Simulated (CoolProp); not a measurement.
A simple Rankine cycle with water: condensing at 332.15 K, boiler at 11.6 MPa, turbine inlet 610 K, turbine efficiency 0.75, pump efficiency 0.8, no recuperator. Each further row changes one setting.

Model: reference Helmholtz-energy equation of state, Wagner 2002, in CoolProp.

```tsv
case	thermal efficiency (%)	net work (kJ/kg)	heat in (kJ/kg)	turbine exit temperature (K)	volume ratio over the turbine
as stated	27.0	684	2530	332.1	373
turbine inlet 630 K	27.3	719	2630	332.1	346
condensing temperature 324.15 K	27.8	714	2570	324.2	532
boiler pressure 8.12 MPa	26.3	706	2680	332.1	238
turbine efficiency 0.65	23.3	591	2530	332.1	392
```

The expansion ends wet for: as stated; turbine inlet 630 K; condensing temperature 324.15 K; boiler pressure 8.12 MPa; turbine efficiency 0.65.
